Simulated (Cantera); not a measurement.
Mixture: CH4 : O2 : N2 = 1 : 2.6 : 16.9 (molar parts), at 10.0 bar, adiabatic and at constant volume. Ignition delay is the time to a rise of 400 K.

Model: GRI-Mech 3.0 (53 species, 325 reactions), integrated in Cantera.

What does this change do: pressure from 10.0 bar to 1.00 bar?


```
quantity                                                before       after
--------------------------------------------------  ----------  ----------
delay at 1300 K                                        2.09 ms     16.6 ms
delay at 1450 K                                       0.433 ms     2.73 ms
delay at 1600 K                                       0.106 ms    0.632 ms
delay at 1750 K                                        31.0 µs    0.204 ms
apparent activation energy between 1675 and 1825 K  190 kJ/mol  170 kJ/mol
```

What does this change do: 0.26 parts H2 added?


| quantity | before | after |
|---|---|---|
| delay at 1300 K | 2.09 ms | 0.430 ms |
| delay at 1450 K | 0.433 ms | 0.141 ms |
| delay at 1600 K | 0.106 ms | 48.6 µs |
| delay at 1750 K | 31.0 µs | 18.4 µs |
| apparent activation energy between 1675 and 1825 K | 190 kJ/mol | 150 kJ/mol |
